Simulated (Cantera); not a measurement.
Input: 1 mol SiF4, 0.79 mol NO, 110 mol N2, 0.06 mol O3, at 750 Torr.

These are equilibrium values from Cantera (NASA tables, ideal gas, pure condensed phases), not measurements of a reactor. Candidate condensed phases: Si, SiO2, Si2N2O, Si3N4; 28 gas species. Equilibrium is a limit: real reactors are often held back by kinetics, nucleation or transport. All values below are at 1375 K.

Base state: N2 0.987, SiF4 0.00894, O2 0.00428, NO 0.000100 (mole fractions); condensed: gas only.

What changes in the equilibrium state with this change: SiF4 replaced by HMDSO?


```tsv
species	before	after
N2	0.987	0.916
H2	0	0.0753
CO	0	0.00812
SiF4	0.00894	0
O2	0.00428	<1e-9
HCN	0	0.000106
NO	0.000100	<1e-9
CH4	0	2.82e-5
C(graphite), mol	0	5.01
Si2N2O(s), mol	0	1.000
```
The feed counts by its element totals alone. Further candidate phases: C, C6H6, C7H8, C8H18, H2O, SiC.

What changes in the equilibrium state with this change: SiF4 replaced by Si2H6?


```json
[
 {"species": "N2", "before": "0.987", "after": "0.973"},
 {"species": "H2", "before": "0", "after": "0.0267"},
 {"species": "SiF4", "before": "0.00894", "after": "0"},
 {"species": "O2", "before": "0.00428", "after": "<1e-9"},
 {"species": "NO", "before": "0.000100", "after": "<1e-9"},
 {"species": "Si2N2O(s), mol", "before": "0", "after": "0.970"},
 {"species": "Si3N4(s), mol", "before": "0", "after": "0.0200"}
]
```
The feed counts by its element totals alone. Mutual solubility and eutectic melting of coexisting phases are not modelled. Further candidate phases: H2O.
